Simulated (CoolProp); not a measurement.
Properties of R410A along the isobar 0.101 MPa (Tc = 344.5 K, pc = 4.901 MPa, ω = 0.296).

Values from CoolProp's reference Helmholtz-energy equation of state, Lemmon 2003. It is a pseudo-pure fit of the blend.

| T (K) | phase | density (kg/m³) | cv (kJ/(kg K)) | Joule-Thomson coefficient (K/MPa) | viscosity (µPa s) | fugacity coefficient |
|---|---|---|---|---|---|---|
| 247.6 | gas | ___ | 0.6423 | 40.89 | 10.5 | 0.9737 |
| 269.6 | gas | 3.335 | 0.6632 | 29.05 | 11.6 | 0.9811 |
| 291.5 | gas | 3.068 | 0.6908 | 21.76 | ___ | 0.9859 |
| 313.5 | gas | 2.843 | ___ | 16.86 | 13.6 | 0.9892 |
| 335.5 | gas | 2.651 | ___ | 13.43 | 14.6 | 0.9916 |
| 357.5 | gas | 2.483 | 0.7859 | ___ | 15.5 | 0.9933 |
| 379.5 | gas | 2.336 | 0.8183 | 9.086 | ___ | 0.9946 |
| 401.5 | gas | 2.206 | ___ | 7.660 | ___ | 0.9956 |

### Question
Some entries are withheld; supply them.

### Answer

- 247.6, density (kg/m³): 3.660
- 291.5, viscosity (µPa s): 12.6
- 313.5, cv (kJ/(kg K)): 0.7215
- 335.5, cv (kJ/(kg K)): 0.7534
- 357.5, Joule-Thomson coefficient (K/MPa): 10.95
- 379.5, viscosity (µPa s): 16.5
- 401.5, cv (kJ/(kg K)): 0.8502
- 401.5, viscosity (µPa s): 17.4

Viscosity comes from a separate model (Geller 2000).
